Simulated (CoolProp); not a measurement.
R404A along the isotherm 104.05 °C: Z from the reference equation and from simpler models built on Tc = 72.1 °C, pc = 3735 kPa, ω = 0.293; each cubic takes its own stable root.

Computed with CoolProp (reference Helmholtz-energy equation of state, Lemmon 2003). It is a pseudo-pure fit of the blend.

| p (kPa) | phase | reference | Redlich-Kwong | Soave-Redlich-Kwong |
|---|---|---|---|---|
| 29.5 | gas | 0.9979 | 0.9979 | 0.9980 |
| 47.7 | gas | 0.9966 | 0.9966 | 0.9968 |
| 77.1 | gas | 0.9945 | 0.9945 | 0.9948 |
| 125 | gas | 0.9911 | 0.9911 | 0.9916 |
| 201 | gas | 0.9856 | 0.9857 | 0.9865 |
| 325 | gas | 0.9766 | 0.9768 | 0.9781 |
| 525 | gas | 0.9619 | 0.9622 | 0.9643 |
| 848 | gas | 0.9376 | 0.9382 | 0.9417 |
| 1370 | gas | 0.8971 | 0.8979 | 0.9040 |
| 2210 | gas | 0.8279 | 0.8284 | 0.8398 |
| 3580 | gas | 0.7011 | 0.6978 | 0.7231 |
| 5780 | supercritical | 0.4578 | 0.4483 | 0.5149 |
| 9340 | supercritical | 0.4026 | 0.4580 | 0.4871 |
